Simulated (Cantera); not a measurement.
A closed system holds: 1 mol SiF4, 5.8 mol N2, 1.5 mol H2, 1.1 mol NH3, equilibrated at 86.0 mbar.

Method: chemical equilibrium by Gibbs-energy minimisation in Cantera with the NASA 1993 tables (ideal gas, pure condensed phases). Candidate condensed phases: Si, Si3N4; 37 gas species. Equilibrium is a limit: real reactors are often held back by kinetics, nucleation or transport.

Which condensed phases are stable at each of these points (T (°C)): 852, 902, 952, 1002, 1052, 1102, 1152, 1202, 1252, 1302?


| T (°C) | condensed phases | Si condensed (%) |
|---|---|---|
| 852 | Si3N4(s) | 0.2 |
| 902 | Si3N4(s) | 0.2 |
| 952 | Si3N4(s) | 0.3 |
| 1002 | Si3N4(s) | 0.3 |
| 1052 | Si3N4(s) | 0.3 |
| 1102 | Si3N4(s) | 0.1 |
| 1152 | gas only | 0.0 |
| 1202 | gas only | 0.0 |
| 1252 | gas only | 0.0 |
| 1302 | gas only | 0.0 |

From 852 °C to 1102 °C the condensed part is Si3N4(s). From 1152 °C to 1302 °C nothing is condensed.
